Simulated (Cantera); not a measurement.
Feed: 1 mol Si, 0.009 mol O₂, 12 mol N₂, 0.0087 mol H₂O, equilibrated at 1825 °C and 1.33 mbar.

Method: chemical equilibrium by Gibbs-energy minimisation in Cantera with the NASA 1993 tables (ideal gas, pure condensed phases). Candidate condensed phases: H₂O, Si, SiO₂, Si₂N₂O, Si₃N₄; 35 gas species. The tables' values for SiN are old estimates; treat these amounts as uncertain. The numbers say what is thermodynamically allowed, not how fast it happens.

Base state: N₂ 0.923, Si 0.0718, SiO 0.00206, H 0.00103, Si₂ 0.000682, SiN 0.000525, Si₂N 0.000462, H₂ 0.000148 (mole fractions); condensed: gas only.

**Question.** What changes in the equilibrium state with this change: pressure from 1.33 mbar to 2.10 mbar?

**Answer.** 
```tsv
species	before	after
N₂	0.923	0.932
Si	0.0718	0.0622
SiO	0.00206	0.00208
Si₂N	0.000462	0.000689
Si₃	0.000102	0.000165
H₂	0.000148	0.000196
SiH	1.74e-5	2.17e-5
Si₂	0.000682	0.000807
Si(l), mol	0	0.121
```
